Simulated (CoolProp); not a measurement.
A closed Brayton cycle with nitrogen: compressor inlet 316.15 K and 6.3 MPa, high pressure 17.5 MPa, turbine inlet 780 K, compressor efficiency 0.8, turbine efficiency 0.93, recuperator effectiveness 0.95 (on enthalpy, no pinch check). Each further row changes one setting.

The numbers come from the reference Helmholtz-energy equation of state, Span 2000 in CoolProp.

```csv
case,thermal efficiency (%),net work (kJ/kg),compressor to turbine work,compressor exit (K),turbine exit (K)
as stated,26.4,56.3,0.72,451.4,603.8
turbine inlet 730 K,(withheld),(withheld),0.77,451.4,(withheld)
compressor inlet 326.15 K,24.3,51.4,0.74,465.6,603.8
high pressure 14.9 MPa,28.8,54.1,0.69,427.4,628.8
recuperator effectiveness 0.5,19.6,56.3,0.72,451.4,603.8
```

Problem. What belongs in the gaps?

Solution. 
- turbine inlet 730 K, thermal efficiency (%): 21.9
- turbine inlet 730 K, net work (kJ/kg): 43.3
- turbine inlet 730 K, turbine exit (K): 563.5
